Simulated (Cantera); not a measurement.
## Premixed flame

A freely propagating, adiabatic, planar premixed flame of 5.35 % C2H4, 16.0 % O2, 57.8 % N2, 20.9 % H2O, unburnt at 675 K and 140000 Pa; mixture-averaged transport, grid criteria slope 0.08 and curve 0.16, no radiation.

Model: GRI-Mech 3.0 (53 species, 325 reactions), integrated in Cantera. GRI-Mech 3.0 was tuned for natural gas; its chemistry of ethylene as a main component is partial and can be far from experiment. Burning velocities carry a grid error of a few per cent, more on coarse grids.

```
z (mm)   T (K)  u (m/s)    x C2H4    x O2  x H2O    x H2O2       x O    x HCO
-------  -----  -------  --------  ------  -----  --------  --------  -------
-0.722     675     1.98    0.0535   0.160  0.208   1.75e-8     <1e-8    <1e-8
-0.481     675     1.98    0.0534   0.160  0.208   2.94e-7     <1e-8    <1e-8
-0.361     677     1.99    0.0533   0.160  0.208   1.77e-6     <1e-8    <1e-8
-0.241     688     2.03    0.0530   0.159  0.209   1.45e-5   1.90e-8    <1e-8
-0.120     856     2.56    0.0469   0.144  0.219  0.000146   4.08e-6  1.80e-6
-0.0602   1193     3.62    0.0300   0.114  0.239  0.000157   8.76e-5  3.34e-5
0         1560     4.80   0.00886  0.0743  0.262   8.46e-6  0.000588  6.39e-5
0.0602    1772     5.48  0.000843  0.0469  0.275   1.20e-6   0.00176  2.87e-5
0.120     1855     5.72   3.09e-5  0.0339  0.278   8.76e-7   0.00294  4.59e-6
0.241     1935     5.91   2.56e-8  0.0248  0.278   6.91e-7   0.00326  1.36e-7
0.481     2024     6.13     <1e-8  0.0193  0.281   4.90e-7   0.00259  5.53e-8
0.963     2111     6.35     <1e-8  0.0153  0.288   3.40e-7   0.00169  2.56e-8
1.93      2184     6.54     <1e-8  0.0118  0.295   2.39e-7  0.001000  1.10e-8
```
x: mole fraction of selected species; z is measured from the peak of heat release.

```yaml
laminar_burning_velocity: 198 cm/s
thermal_thickness: 0.241 mm
peak x(H2O2): 0.000189
peak x(O): 0.00331
peak x(HCO): 6.62e-5
grid_points: 157
```
